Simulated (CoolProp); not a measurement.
A single-stage vapour-compression cycle with hydrogen sulfide: evaporating at 204.15 K (dew point), condensing at 268.15 K (bubble point), superheat 8 K, subcooling 5 K, compressor efficiency 0.8, no pressure losses. Each further row changes one setting.

The numbers come from the reference Helmholtz-energy equation of state, Lemmon 2006 in CoolProp. It is a short technical equation, of lower accuracy than the large ones.

```json
[
 {"case": "as stated", "cooling COP": "1.89", "pressure ratio": "13.9", "discharge temperature (K)": "448.0", "refrigerating effect (kJ/kg)": "446", "volumetric capacity (kJ/m³)": "557"},
 {"case": "evaporating temperature 209.15 K", "cooling COP": "2.17", "pressure ratio": "10.6", "discharge temperature (K)": "426.5", "refrigerating effect (kJ/kg)": "450", "volumetric capacity (kJ/m³)": "723"},
 {"case": "condensing temperature 263.15 K", "cooling COP": "2.10", "pressure ratio": "11.9", "discharge temperature (K)": "430.2", "refrigerating effect (kJ/kg)": "456", "volumetric capacity (kJ/m³)": "570"},
 {"case": "subcooling 10 K", "cooling COP": "1.94", "pressure ratio": "13.9", "discharge temperature (K)": "448.0", "refrigerating effect (kJ/kg)": "456", "volumetric capacity (kJ/m³)": "570"},
 {"case": "superheat 18 K", "cooling COP": "1.85", "pressure ratio": "13.9", "discharge temperature (K)": "467.6", "refrigerating effect (kJ/kg)": "456", "volumetric capacity (kJ/m³)": "543"},
 {"case": "compressor efficiency 0.7", "cooling COP": "1.66", "pressure ratio": "13.9", "discharge temperature (K)": "478.5", "refrigerating effect (kJ/kg)": "446", "volumetric capacity (kJ/m³)": "557"}
]
```
